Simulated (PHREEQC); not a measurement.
Make-up at 41 °C: 2.6 mmol/kgw CO2, 6.4 mmol/kgw KF and 1.8 mmol/kgw TMAH. Closed to the air; pH follows from the charge balance.

All values are PHREEQC results (ion-association model, phreeqc.dat), not measurements.

Precipitation was switched off in this run.

Task: Estimate the pH, ionic strength.

Result: pH 6.61; ionic strength 0.00820 mol/kgw.

Task: In which forms is C present?

Result: HCO3- 69 %, CO2 31 % of the C.

(CH3)4N+ isn't in the database: it is added as a free cation with an ion size of 4 Å. At this temperature some constants are extrapolated from 25 °C, and those without enthalpy data are left unchanged.
